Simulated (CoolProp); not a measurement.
Vapour-liquid equilibrium of dimethyl ether (1) + n-pentane (2) at 268.5 K; x and y are mole fractions of (1).

The numbers come from the multi-fluid Helmholtz-energy mixture model, Wu 2011 and Thol 2019; pair parameters Bell 2016 in CoolProp.

| x | bubble pressure (MPa) | y at the bubble point | dew pressure at overall composition x (MPa) | liquid density (mol/L) |
|---|---|---|---|---|
| 0.05 | 0.02650 | 0.293 | (withheld) | (withheld) |
| 0.15 | 0.04778 | 0.655 | 0.02265 | 9.656 |
| 0.25 | 0.07655 | 0.815 | 0.02519 | (withheld) |
| 0.35 | (withheld) | 0.887 | 0.02843 | 10.61 |
| 0.45 | 0.1353 | 0.924 | 0.03269 | 11.15 |
| 0.55 | 0.1579 | (withheld) | 0.03856 | 11.73 |
| 0.65 | 0.1752 | (withheld) | 0.04719 | (withheld) |
| 0.75 | 0.1890 | 0.967 | 0.06128 | 13.08 |
| 0.85 | 0.2021 | 0.977 | 0.08877 | (withheld) |
| 0.95 | 0.2170 | 0.990 | 0.1657 | 14.82 |

### Question
Some entries are withheld; supply them.

### Answer

- 0.05, dew pressure at overall composition x (MPa): 0.02059
- 0.05, liquid density (mol/L): 9.219
- 0.25, liquid density (mol/L): 10.12
- 0.35, bubble pressure (MPa): 0.1074
- 0.55, y at the bubble point: 0.944
- 0.65, y at the bubble point: 0.957
- 0.65, liquid density (mol/L): 12.37
- 0.85, liquid density (mol/L): 13.89

No azeotrope shows between x = 0.05 and 0.95.

The pair parameters rest on a limited set of measurements; away from them the model extrapolates. The gap from Raoult's law changes sign with composition, which may be real or a fault of the pair parameters; it wasn't checked against measurements.
